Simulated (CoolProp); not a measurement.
Vapour-liquid equilibrium of R143a (1) + propane (2) at 1.28 MPa; x and y are mole fractions of (1).

Values from CoolProp's multi-fluid Helmholtz-energy mixture model, Lemmon and Jacobsen 2000 and Lemmon 2009; pair parameters Bell 2016.

```tsv
x	bubble temperature (°C)	y at the bubble point	dew temperature at overall composition x (°C)	liquid density (mol/L)
0.05	32.6	0.121	35.2	10.79
0.15	26.8	0.282	31.5	10.83
0.25	23.5	0.383	27.9	10.82
0.35	21.5	0.455	24.5	10.80
0.45	20.4	0.516	21.7	10.79
0.55	19.9	0.574	20.0	10.80
0.65	19.8	0.636	19.8	10.84
0.75	20.3	0.709	20.8	10.90
0.85	21.6	0.801	22.4	10.97
0.95	23.9	0.923	24.5	11.02
```

y crosses x between x = 0.55 and 0.65: the model has an azeotrope there.

Pair parameters are fitted to limited data, so mixtures are less certain than the pure fluids.
